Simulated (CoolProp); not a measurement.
R410A along the isotherm 247.6 K: Z from the reference equation and from simpler models built on Tc = 344.5 K, pc = 4901 kPa, ω = 0.296; each cubic takes its own stable root.

The numbers come from the reference Helmholtz-energy equation of state, Lemmon 2003 in CoolProp. It is a pseudo-pure fit of the blend.

| p (kPa) | phase | reference |
|---|---|---|
| 2450 | liquid | 0.06794 |
| 4900 | liquid | 0.1351 |
| 7350 | liquid | 0.2014 |
| 9800 | liquid | 0.2672 |
| 12300 | liquid | 0.3336 |
| 14700 | liquid | 0.3968 |
| 17200 | liquid | 0.4621 |
| 19600 | liquid | 0.5243 |
| 22100 | liquid | 0.5887 |
| 24500 | liquid | 0.6500 |

Question: How far does each simpler model (van der Waals, Soave-Redlich-Kwong, Peng-Robinson) lie from the reference over these 10 states: mean and median of the absolute difference, and the worst?

Answer: 
- van der Waals: mean 72.9 %, median 72.0 %, worst +80.0 % at 247.6 K and 2450 kPa
- Soave-Redlich-Kwong: mean 18.4 %, median 18.3 %, worst +19.3 % at 247.6 K and 2450 kPa
- Peng-Robinson: mean 5.0 %, median 5.0 %, worst +5.5 % at 247.6 K and 2450 kPa
